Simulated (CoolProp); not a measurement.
The fluid at 395.44 K and 1.45 MPa is throttled through a valve to 0.335 MPa with no heat exchange. The same conditions are run with several fluids, on thermodynamics alone (safety and materials aside).

Computed with CoolProp (reference Helmholtz-energy equation of state of each fluid (propylene glycol: Eisenbach 2021; cyclopentane: Gedanitz 2015; n-decane: Lemmon 2006; n-undecane: Aleksandrov 2011; o-xylene: Zhou 2012)).

```
fluid             temperature change (K)  final phase  final density (kg/m³)
----------------  ----------------------  -----------  ---------------------
propylene glycol                       ?       liquid                    954
cyclopentane                           ?            ?                      ?
n-decane                            +0.3       liquid                      ?
n-undecane                          +0.3       liquid                      ?
o-xylene                               ?       liquid                      ?
```

Question: What belongs in the gaps?

Answer: 
- propylene glycol, temperature change (K): +0.2
- cyclopentane, temperature change (K): -31.3
- cyclopentane, final phase: two-phase, vapour fraction 0.200
- cyclopentane, final density (kg/m³): 40.2
- n-decane, final density (kg/m³): 649
- n-undecane, final density (kg/m³): 662
- o-xylene, temperature change (K): +0.4
- o-xylene, final density (kg/m³): 791
